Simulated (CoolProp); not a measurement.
Values from CoolProp's reference Helmholtz-energy equation of state, Lemmon 2006. It is a short technical equation, of lower accuracy than the large ones.

Problem. Give the vapour pressure (MPa), vapour density (kg/m³), liquid cp (kJ/(kg K)) of saturated C2F6 (R116) at 237.3 K.

Solution. 
```json
[
 {"T (K)": "237.3", "p (MPa)": "0.626", "vapour density (kg/m³)": "52.3", "liquid cp (kJ/(kg K))": "1.08"}
]
```
